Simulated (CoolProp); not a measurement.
Vapour-liquid equilibrium of benzene (1) + octamethylcyclotetrasiloxane (D4) (2) at 357 K; x and y are mole fractions of (1).

Model: multi-fluid Helmholtz-energy mixture model, Thol 2012 and Thol 2015; pair parameters Bell 2016, in CoolProp.

```
x     bubble pressure, mixture model (MPa)  bubble pressure, Raoult's law (MPa)  y, mixture model  y, Raoult's law
----  ------------------------------------  -----------------------------------  ----------------  ---------------
0.05                              0.008878                             0.009784             0.536            0.581
0.15                                     ?                              0.02072             0.810            0.823
0.25                                     ?                              0.03166             0.894            0.898
0.35                                     ?                              0.04259                 ?            0.934
0.45                               0.05307                              0.05353             0.954            0.956
0.55                               0.06356                              0.06447             0.968            0.970
0.65                               0.07395                              0.07540             0.978            0.980
0.75                                     ?                              0.08634             0.986            0.988
0.85                               0.09596                              0.09728             0.993            0.993
0.95                                0.1078                               0.1082             0.998            0.998
```

Task: What belongs in the gaps?

Result: 
- 0.15, bubble pressure, mixture model (MPa): 0.01942
- 0.25, bubble pressure, mixture model (MPa): 0.03081
- 0.35, bubble pressure, mixture model (MPa): 0.04216
- 0.35, y, mixture model: 0.932
- 0.75, bubble pressure, mixture model (MPa): 0.08464

The largest gap from Raoult's law is -9.3 % in bubble pressure, at x = 0.05. No azeotrope shows between x = 0.05 and 0.95.

Pair parameters are fitted to limited data, so mixtures are less certain than the pure fluids.
